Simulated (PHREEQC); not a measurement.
PHREEQC input (Pitzer model, pitzer.dat):

```
SOLUTION 1
  temp 20
  units mol/kgw
  pH 7 charge
  B 0.00168
  Na 0.77484
  Cl 0.6135
  K 0.0035
  S(6) 0.082
END
USE solution 1
INCREMENTAL_REACTIONS false
REACTION 1
  H2O -1
  0 9.886 18.011 24.689 30.178 34.689 38.397 41.444
  43.949 46.007 47.699 49.089 50.232 51.172 51.944 52.578
  53.1 53.528 53.88 54.17 54.408 54.603 54.764 54.896 moles
EQUILIBRIUM_PHASES 1
  Arcanite 0 0
  Glaserite 0 0
  Halite 0 0
  Mirabilite 0 0
  Misenite 0 0
  Sylvite 0 0
  Thenardite 0 0
  Borax 0 0
  Boric_acid,s 0 0
  KB5O8:4H2O 0 0
  K2B4O7:4H2O 0 0
  NaBO2:4H2O 0 0
  NaB5O8:5H2O 0 0
  Teepleite 0 0
SELECTED_OUTPUT 1
  -reset false
  -pH true
  -pe true
  -ionic_strength true
  -water true
  -activities H2O
  -totals B Cl K Na S
  -molalities H+ Na+ K+ Cl- SO4-2 B(OH)3 OH- HSO4- B(OH)4- B3O3(OH)4-
    B4O5(OH)4-2
  -equilibrium_phases Arcanite Glaserite Halite Mirabilite Misenite Sylvite Thenardite Borax Boric_acid,s KB5O8:4H2O
    K2B4O7:4H2O NaBO2:4H2O NaB5O8:5H2O Teepleite
PRINT
  -reset false
END
```

Selected output (columns that matter, 12 of 24 rows; water left (kg) added in front):

```
water left (kg)	pH	mu	B	Cl	K	Na	S	m_H+	m_Na+	m_K+	m_Cl-	la_H2O	Halite	Thenardite
1	8.888	0.86034	0.00168	0.6135	0.0035	0.77484	0.082	1.6707e-09	0.77484	0.0035	0.6135	-0.010235	0	0
0.675514	8.8247	1.2736	0.002487	0.9082	0.0051812	1.147	0.12139	1.7886e-09	1.147	0.0051812	0.9082	-0.015243	0	0
0.456313	8.7439	1.8854	0.0036817	1.3445	0.0076702	1.698	0.1797	1.8625e-09	1.698	0.0076702	1.3445	-0.022962	0	0
0.30824	8.6402	2.7911	0.0054503	1.9903	0.011355	2.5138	0.26603	1.8332e-09	2.5138	0.011355	1.9903	-0.035273	0	0
0.208215	8.506	4.132	0.0080686	2.9465	0.01681	3.7213	0.39382	1.6261e-09	3.7213	0.01681	2.9465	-0.055937	0	0
0.140655	8.3304	6.1167	0.011944	4.3617	0.024884	5.5088	0.58299	1.1979e-09	5.5088	0.024884	4.3617	-0.093021	0	0
0.078086	8.2085	7.8075	0.021515	5.4507	0.044822	6.9806	0.78202	8.5995e-10	6.9806	0.044822	5.4507	-0.12949	0.18788	0.020935
0.0527564	8.2166	7.8269	0.031844	5.4565	0.066343	6.9757	0.7848	8.4043e-10	6.9757	0.066343	5.4565	-0.12973	0.32563	0.040597
0.0356429	8.2306	7.856	0.047134	5.465	0.098196	6.9684	0.789	8.0883e-10	6.9684	0.098196	5.465	-0.13008	0.41871	0.053878
0.0240795	8.2524	7.8998	0.069769	5.4772	0.14535	6.9576	0.79542	7.6224e-10	6.9576	0.14535	5.4772	-0.13058	0.48161	0.062847
0.0162823	8.2829	7.9655	0.10318	5.4945	0.21496	6.9415	0.8052	7.0081e-10	6.9415	0.21496	5.4945	-0.1313	0.52404	0.06889
0.0110077	8.3228	8.0642	0.15262	5.519	0.31796	6.9175	0.82007	6.2623e-10	6.9175	0.31796	5.519	-0.13232	0.55275	0.072973
```
